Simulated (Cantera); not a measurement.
A Cantera script and what it prints.

```python
import numpy as np
import cantera as ct

gas_names = """
    Cr CrN H H2 N NH NH2 NH3 N2 N2H2 N2H4
""".split()
cond_names = """
    Cr(cr) Cr(L) CrN(s) Cr2N(s)
""".split()


# ... load() reads the species with a 1 bar reference pressure and builds the phases ...
atoms = {
    'Cr': {'Cr': 1},
    'NH3': {'N': 1, 'H': 3},
    'H2': {'H': 2},
}
top_T = {'CrN(s)': 1900, 'Cr2N(s)': 1900}  # K; cautious upper limits of use, not melting points


# ... equilibrate(T, P, feed) seeds the gas with the atoms and calls Mixture.equilibrate('TP', solver="vcs", rtol=1e-11, max_steps=5000) ...
results = []
T = 1775  # K
P = 0.94  # Pa
for m in [13, 16, 20, 25, 32, 40, 50, 63, 79, 99, 120, 160, 200]:
    feed = {'Cr': 1, 'NH3': 0.18, 'H2': m}  # mol
    mix = equilibrate(T, P, feed)
    results.append((T, P, feed, dict(zip(mix.species_names, mix.species_moles))))
    x = sorted(zip(gas.X, gas.species_names), reverse=True)
    print(f"T = {T:g} K  P = {P:g} Pa  n(H2) = {m:g} mol  gas = {mix.phase_moles(0):.4g} mol")
    print("   x: " + "  ".join(f"{s} {v:.3e}" for v, s in x if v > 1e-06))
    print("   condensed (mol): " + ("  ".join(f"{mix.phase(i).name} {mix.phase_moles(i):.4g}"
          for i in range(1, mix.n_phases) if mix.phase_moles(i) > 1e-12) or "none"))
```

Output:

```
T = 1775 K  P = 0.94 Pa  n(H2) = 13 mol  gas = 15.01 mol
   x: H2 8.408e-01  H 8.656e-02  Cr 6.662e-02  N2 5.996e-03
   condensed (mol): none
T = 1775 K  P = 0.94 Pa  n(H2) = 16 mol  gas = 18.15 mol
   x: H2 8.528e-01  H 8.718e-02  Cr 5.509e-02  N2 4.958e-03
   condensed (mol): none
T = 1775 K  P = 0.94 Pa  n(H2) = 20 mol  gas = 22.34 mol
   x: H2 8.635e-01  H 8.772e-02  Cr 4.476e-02  N2 4.029e-03
   condensed (mol): none
T = 1775 K  P = 0.94 Pa  n(H2) = 25 mol  gas = 27.58 mol
   x: H2 8.723e-01  H 8.817e-02  Cr 3.626e-02  N2 3.264e-03
   condensed (mol): none
T = 1775 K  P = 0.94 Pa  n(H2) = 32 mol  gas = 34.91 mol
   x: H2 8.802e-01  H 8.857e-02  Cr 2.865e-02  N2 2.578e-03
   condensed (mol): none
T = 1775 K  P = 0.94 Pa  n(H2) = 40 mol  gas = 43.28 mol
   x: H2 8.860e-01  H 8.886e-02  Cr 2.310e-02  N2 2.079e-03
   condensed (mol): none
T = 1775 K  P = 0.94 Pa  n(H2) = 50 mol  gas = 53.75 mol
   x: H2 8.906e-01  H 8.909e-02  Cr 1.860e-02  N2 1.674e-03
   condensed (mol): none
T = 1775 K  P = 0.94 Pa  n(H2) = 63 mol  gas = 67.37 mol
   x: H2 8.945e-01  H 8.929e-02  Cr 1.484e-02  N2 1.336e-03
   condensed (mol): none
T = 1775 K  P = 0.94 Pa  n(H2) = 79 mol  gas = 84.12 mol
   x: H2 8.976e-01  H 8.944e-02  Cr 1.189e-02  N2 1.070e-03
   condensed (mol): none
T = 1775 K  P = 0.94 Pa  n(H2) = 99 mol  gas = 105.1 mol
   x: H2 9.001e-01  H 8.956e-02  Cr 9.518e-03  N2 8.566e-04
   condensed (mol): none
T = 1775 K  P = 0.94 Pa  n(H2) = 120 mol  gas = 127.1 mol
   x: H2 9.018e-01  H 8.965e-02  Cr 7.871e-03  N2 7.084e-04
   condensed (mol): none
T = 1775 K  P = 0.94 Pa  n(H2) = 160 mol  gas = 168.9 mol
   x: H2 9.038e-01  H 8.975e-02  Cr 5.919e-03  N2 5.327e-04
   condensed (mol): none
T = 1775 K  P = 0.94 Pa  n(H2) = 200 mol  gas = 210.8 mol
   x: H2 9.050e-01  H 8.981e-02  Cr 4.743e-03  N2 4.269e-04
   condensed (mol): none
```

Equilibrium computed with Cantera from the NASA thermochemical tables; the gas is ideal and each condensed phase is pure.
